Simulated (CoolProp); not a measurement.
A simple Rankine cycle with chloromethane (R40): condensing at 306.15 K, boiler at 2.74 MPa, turbine inlet 366.2 K, turbine efficiency 0.6, pump efficiency 0.8, no recuperator. Each further row changes one setting.

Computed with CoolProp (reference Helmholtz-energy equation of state, Thol 2014).

```json
[
 {"case": "as stated", "thermal efficiency (%)": "8.0", "net work (kJ/kg)": "30.1", "heat in (kJ/kg)": "375", "turbine exit temperature (K)": "306.1", "volume ratio over the turbine": "3.69"},
 {"case": "turbine inlet 386.2 K", "thermal efficiency (%)": "8.3", "net work (kJ/kg)": "33.5", "heat in (kJ/kg)": "405", "turbine exit temperature (K)": "313.2", "volume ratio over the turbine": "3.50"},
 {"case": "condensing temperature 298.15 K", "thermal efficiency (%)": "9.1", "net work (kJ/kg)": "35.2", "heat in (kJ/kg)": "388", "turbine exit temperature (K)": "298.1", "volume ratio over the turbine": "[?]"},
 {"case": "boiler pressure 1.92 MPa", "thermal efficiency (%)": "6.3", "net work (kJ/kg)": "[?]", "heat in (kJ/kg)": "399", "turbine exit temperature (K)": "315.0", "volume ratio over the turbine": "2.48"},
 {"case": "turbine efficiency 0.5", "thermal efficiency (%)": "6.6", "net work (kJ/kg)": "24.6", "heat in (kJ/kg)": "375", "turbine exit temperature (K)": "306.1", "volume ratio over the turbine": "[?]"}
]
```

**Question.** Complete the blanks.

**Answer.** 
- condensing temperature 298.15 K, volume ratio over the turbine: 4.56
- boiler pressure 1.92 MPa, net work (kJ/kg): 25.2
- turbine efficiency 0.5, volume ratio over the turbine: 3.74

The expansion ends wet for: as stated; condensing temperature 298.15 K; turbine efficiency 0.5.
